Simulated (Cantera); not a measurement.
**Chlorosilane synthesis and conversion: SiCl₄ + H₂**

Charge: 1 mol SiCl₄, 8.6 mol H₂, equilibrated at 1673.15 K and 390 Torr.

Equilibrium computed with Cantera from the NASA thermochemical tables; the gas is ideal and each condensed phase is pure. Candidate condensed phases: Si; 19 gas species. The tables' values for SiCl₃, SiCl are old estimates; treat these amounts as uncertain. Equilibrium is a limit: real reactors are often held back by kinetics, nucleation or transport.

- x(H₂) = 0.733
- x(HCl) = 0.172
- x(SiCl₂) = 0.0792
- x(SiCl₃) = 0.0106
- x(SiCl₄) = 0.00295
- x(SiHCl₃) = 0.00225
- x(SiH₂Cl₂) = 0.000297
- x(H) = 0.000135
- x(Cl) = 2.48e-5
- gas amount = 10.49 mol
- log10 activity of Si(s) (absent) = -0.26
